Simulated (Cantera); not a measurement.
Input (Python, Cantera) and output of one run.

```python
import numpy as np
import cantera as ct

gas_names = [...]  # 95 gases of nasa_gas.yaml made of C, F, H
cond_names = """
    C(gr) C6H6(L) C7H8(L) C8H18(L),n-octa
""".split()


# ... load() reads the species with a 1 bar reference pressure and builds the phases ...
atoms = {
    'CH2F2': {'C': 1, 'H': 2, 'F': 2},
    'H2': {'H': 2},
}
top_T = {'C(gr)': 4500}  # K; cautious upper limits of use, not melting points


# ... equilibrate(T, P, feed) seeds the gas with the atoms and calls Mixture.equilibrate('TP', solver="vcs", rtol=1e-11, max_steps=5000) ...
results = []
feed = {'CH2F2': 1, 'H2': 0.83}  # mol
T = 948  # K
P = 5100  # Pa
mix = equilibrate(T, P, feed)
results.append((T, P, feed, dict(zip(mix.species_names, mix.species_moles))))
print(gas.report(threshold=0.0001))
for i in range(1, mix.n_phases):
    print(f"{mix.phase(i).name:16s} {mix.phase_moles(i):12.5e} mol")
```

It prints:

```
       temperature   948 K
          pressure   5100 Pa
           density   0.0095438 kg/m^3
  mean mol. weight   14.75 kg/kmol
   phase of matter   gas

                          1 kg             1 kmol
                     ---------------   ---------------
          enthalpy       -1.1777e+07       -1.7371e+08  J
   internal energy       -1.2311e+07       -1.8159e+08  J
           entropy             15250        2.2494e+05  J/K
    Gibbs function       -2.6234e+07       -3.8696e+08  J
 heat capacity c_p            2037.3             30050  J/K
 heat capacity c_v            1473.6             21735  J/K

                      mass frac. Y      mole frac. X     chem. pot. / RT
                     ---------------   ---------------   ---------------
               CH4         0.0008118        0.00074637           -44.611
                HF           0.95927           0.70724           -60.457
                H2          0.039912           0.29201           -21.581
     [  +92 minor]        3.3083e-06        1.2216e-06

C(gr)             9.97889e-01 mol
```

Method: chemical equilibrium by Gibbs-energy minimisation in Cantera with the NASA 1993 tables (ideal gas, pure condensed phases).
